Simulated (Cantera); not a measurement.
Input (Python, Cantera):

```python
import numpy as np
import cantera as ct

gas = ct.Solution("gri30.yaml")
gas.TPX = 1525, 2300000, {'CH4': 1, 'O2': 3.77, 'N2': 14.2, 'H2': 0.63}
reactor = ct.IdealGasReactor(gas, energy="on", clone=False)
net = ct.ReactorNet([reactor])
net.rtol, net.atol = 1e-08, 1e-16
show = ['CH4', 'O2', 'O', 'CH2O', 'H2', 'NO2']
times = np.geomspace(3e-06, 5, 16)

steps = ct.SolutionArray(gas, extra=["t"])
rows = []
print(f"{'t/s':>10s}{'T/K':>9s}{'P/Pa':>11s}" + "".join(f"{s:>11s}" for s in show))
for t in times:
    while net.time < t:
        t_next = net.step()
        steps.append(gas.state, t=t_next)
    rows.append([np.interp(t, steps.t, y) for y in (steps.T, steps.P, *steps(*show).X.T)])
    print(f"{t:10.3e}{rows[-1][0]:9.1f}{rows[-1][1]:11.4g}" + "".join(f"{x:11.3e}" for x in rows[-1][2:]))
rate = np.gradient(steps.T, steps.t)
print("integrator steps:", len(steps.t))
if steps.T.max() > steps.T[0] + 200:
    print(f"time of steepest temperature rise: {steps.t[rate.argmax()]:.4e} s")
gas.TPX = 1525, 2300000, {'CH4': 1, 'O2': 3.77, 'N2': 14.2, 'H2': 0.63}
gas.equilibrate("UV")
print(f"equilibrium (UV): T = {gas.T:.1f} K  " + "  ".join(f"{s} {gas[s].X[0]:.3e}" for s in show))
```

Result:

```
       t/s      T/K       P/Pa        CH4         O2          O       CH2O         H2        NO2
 3.000e-06   1525.2    2.3e+06  5.095e-02  1.923e-01  8.150e-07  1.180e-05  3.209e-02  2.606e-15
 7.797e-06   1566.4  2.361e+06  4.687e-02  1.883e-01  1.437e-05  1.303e-03  3.048e-02  2.270e-11
 2.026e-05   2915.2  4.371e+06  8.085e-16  7.269e-02  3.444e-03  2.561e-10  2.357e-03  4.906e-06
 5.266e-05   2902.6  4.351e+06  7.587e-16  6.952e-02  3.224e-03  2.450e-10  2.315e-03  2.051e-05
 1.369e-04   2886.4  4.324e+06  7.051e-16  6.549e-02  2.956e-03  2.316e-10  2.264e-03  3.960e-05
 3.557e-04   2878.5  4.312e+06  6.802e-16  6.355e-02  2.832e-03  2.255e-10  2.240e-03  4.848e-05
 9.244e-04   2878.0  4.311e+06  6.785e-16  6.341e-02  2.824e-03  2.251e-10  2.238e-03  4.910e-05
 2.402e-03   2878.0  4.311e+06  6.785e-16  6.341e-02  2.824e-03  2.251e-10  2.238e-03  4.910e-05
 6.244e-03   2878.0  4.311e+06  6.785e-16  6.341e-02  2.824e-03  2.251e-10  2.238e-03  4.910e-05
 1.623e-02   2878.0  4.311e+06  6.785e-16  6.341e-02  2.824e-03  2.251e-10  2.238e-03  4.910e-05
 4.217e-02   2878.0  4.311e+06  6.785e-16  6.341e-02  2.824e-03  2.251e-10  2.238e-03  4.910e-05
 1.096e-01   2878.0  4.311e+06  6.785e-16  6.341e-02  2.824e-03  2.251e-10  2.238e-03  4.910e-05
 2.848e-01   2878.0  4.311e+06  6.785e-16  6.341e-02  2.824e-03  2.251e-10  2.238e-03  4.910e-05
 7.403e-01   2878.0  4.311e+06  6.785e-16  6.341e-02  2.824e-03  2.251e-10  2.238e-03  4.910e-05
 1.924e+00   2878.0  4.311e+06  6.785e-16  6.341e-02  2.824e-03  2.251e-10  2.238e-03  4.910e-05
 5.000e+00   2878.0  4.311e+06  6.785e-16  6.341e-02  2.824e-03  2.251e-10  2.238e-03  4.910e-05
integrator steps: 1855
time of steepest temperature rise: 1.2112e-05 s
equilibrium (UV): T = 2878.0 K  CH4 9.150e-16  O2 6.341e-02  O 2.824e-03  CH2O 2.251e-10  H2 2.238e-03  NO2 4.910e-05
```

Computed with Cantera and GRI-Mech 3.0 (53 species, 325 reactions). The pressure lies above the range GRI-Mech 3.0 was tuned for (to about 10 atm).
